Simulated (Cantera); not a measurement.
**Equilibrium for calcination and drying: MgCO3 + H2O + H2**

Charge: 1 mol MgCO3, 7.1 mol H2O, 0.015 mol H2, at 1.00 bar.

Cantera equilibrium calculation (NASA polynomials, part measured and part estimated; ideal gas, pure solids and liquids). Candidate condensed phases: C, C6H6, C7H8, C8H18, H2O, Mg, MgCO3, MgO, Mg(OH)2; 116 gas species. The numbers say what is thermodynamically allowed, not how fast it happens.

From 1525 K to 1975 K the condensed part is MgO(s). The main Mg-bearing gas is Mg(OH)2 throughout.

```tsv
T (K)	log p H2O	log p CO2	log p H2	log p CO	log p O2	log p OH	n MgO(s)
1525	-0.06	-0.91	-2.87	-3.29	-5.54	-4.76	1.000
1600	-0.06	-0.91	-2.87	-3.25	-4.73	-4.29	1.000
1675	-0.06	-0.91	-2.85	-3.18	-4.05	-3.89	1.000
1750	-0.06	-0.91	-2.77	-3.06	-3.53	-3.54	1.000
1825	-0.06	-0.91	-2.65	-2.91	-3.16	-3.25	1.000
1900	-0.06	-0.92	-2.50	-2.74	-2.88	-2.99	1.000
1975	-0.06	-0.92	-2.36	-2.56	-2.65	-2.77	1.000
```
log p: log10 of the partial pressure in bar; n: condensed amount in mol.
